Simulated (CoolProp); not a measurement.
Properties of C3F8 (R218) along the isobar 3.59 MPa (Tc = 345.0 K, pc = 2.640 MPa, ω = 0.317).

Values from CoolProp's reference Helmholtz-energy equation of state, Lemmon 2006. It is a short technical equation, of lower accuracy than the large ones.

| T (K) | phase | density (kg/m³) | speed of sound (m/s) | Prandtl number | fugacity coefficient |
|---|---|---|---|---|---|
| 257.7 | liquid | 1546 | 484.3 | 5.84 | 0.07480 |
| 267.5 | liquid | 1506 | 447.3 | 5.41 | 0.1028 |
| 277.3 | liquid | 1464 | 410.7 | 5.05 | 0.1369 |
| 287.1 | liquid | 1419 | 374.1 | 4.73 | 0.1774 |
| 296.9 | liquid | 1371 | 337.5 | 4.45 | 0.2240 |
| 306.7 | liquid | 1319 | 300.6 | 4.19 | 0.2766 |
| 316.5 | liquid | 1260 | 262.8 | 3.96 | 0.3344 |
| 326.3 | liquid | 1193 | 223.7 | 3.74 | 0.3964 |
| 336.1 | liquid | 1111 | 182.1 | 3.54 | 0.4613 |
| 345.8 | supercritical | 1002 | 136.8 | 3.41 | 0.5263 |

Viscosity comes from a separate model (Huber 2003), an estimate that may be off by 10 % or more. Thermal conductivity comes from a separate model (Huber 2003), an estimate that may be off by 10 % or more.
